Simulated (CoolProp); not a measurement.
Saturation properties of R1233zd(E).

The numbers come from the reference Helmholtz-energy equation of state, Akasaka 2022 in CoolProp.

| T (°C) | p (MPa) | liquid density (kg/m³) | vapour density (kg/m³) |
|---|---|---|---|
| 0.25 | 0.04905 | 1321 | 2.886 |
| 12.65 | 0.08205 | 1292 | 4.672 |
| 24.95 | 0.1301 | 1263 | 7.207 |
| 37.35 | 0.1984 | 1233 | 10.75 |
| 49.75 | [?] | 1201 | 15.55 |
| 62.05 | 0.4142 | 1167 | 21.87 |
| 74.45 | 0.5738 | 1132 | 30.22 |
| 86.85 | 0.7758 | 1094 | 41.09 |
| 99.15 | 1.025 | 1053 | [?] |
| 111.55 | 1.332 | 1007 | [?] |
| 123.95 | 1.705 | [?] | 98.44 |
| 136.25 | [?] | 894.9 | 132.6 |
| 148.65 | 2.679 | 816.7 | 184.6 |

Problem. Complete the blanks.

Solution. 
- 49.75, p (MPa): 0.2917
- 99.15, vapour density (kg/m³): 55.12
- 111.55, vapour density (kg/m³): 73.65
- 123.95, liquid density (kg/m³): 955.4
- 136.25, p (MPa): 2.147

It boils at 18.1 °C under 1 atm.
